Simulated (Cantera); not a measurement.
Input: 1 mol TiC, 0.088 mol C, 3.2 mol H2, equilibrated at 2650 K and 0.133 bar.

These are equilibrium values from Cantera (NASA tables, ideal gas, pure condensed phases), not measurements of a reactor. Candidate condensed phases: C, C6H6, C7H8, C8H18, Ti, TiC; 77 gas species. TiC: taken at fixed stoichiometry. Rates play no part.

Base state: H2 0.867, H 0.120, C2H2 (acetylene) 0.0126, C2H 0.000168, Ti 8.47e-5, C4H2 7.56e-5, CH3 2.46e-5, C3 2.13e-5 (mole fractions); condensed: TiC(s).

Problem. What changes in the equilibrium state with this change: C from 0.088 to 0.017 mol?

Solution. 
```tsv
species	before	after
H2	0.867	0.877
H	0.120	0.120
C2H2 (acetylene)	0.0126	0.00253
Ti	8.47e-5	0.000190
C4H2	7.56e-5	3.03e-6
C3	2.13e-5	1.89e-6
C2H	0.000168	3.36e-5
TiC(s), mol	1.000	0.999
```

Problem. What changes in the equilibrium state with this change: 0.05 mol CH4 added?

Solution. 
```
species              before     after
-----------------  --------  --------
H2                    0.867     0.863
H                     0.120     0.119
C2H2 (acetylene)     0.0126    0.0169
Ti                  8.47e-5   7.27e-5
C4H2                7.56e-5  0.000138
C3                  2.13e-5   3.36e-5
C2H                0.000168  0.000227
C2H2 (vinylidene)   1.58e-5   2.13e-5
CH3                 2.46e-5   2.85e-5
TiC(s), mol           1.000     1.000
C(graphite), mol          0    0.0150
```
